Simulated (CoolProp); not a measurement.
The fluid at 293.15 K and 0.00891 MPa is throttled through a valve to 0.00244 MPa with no heat exchange. The same conditions are run with several fluids, on thermodynamics alone (safety and materials aside).

Values from CoolProp's reference Helmholtz-energy equation of state of each fluid (the fluoroketone C6F12O (FK-5-1-12): McLinden 2015; propyne: Polt 1992; C2F6 (R116): Lemmon 2006; R115: Lemmon 2016; R407C: Lemmon 2003). The equations of Platzer and Polt are older, rougher fits. Blends and air are pseudo-pure fits.

```tsv
fluid	temperature change (K)	final density (kg/m³)
the fluoroketone C6F12O (FK-5-1-12)	-0.2	0.317
propyne	-0.2	0.0401
C2F6 (R116)	-0.1	0.138
R115	-0.1	0.155
R407C	-0.1	0.0864
```
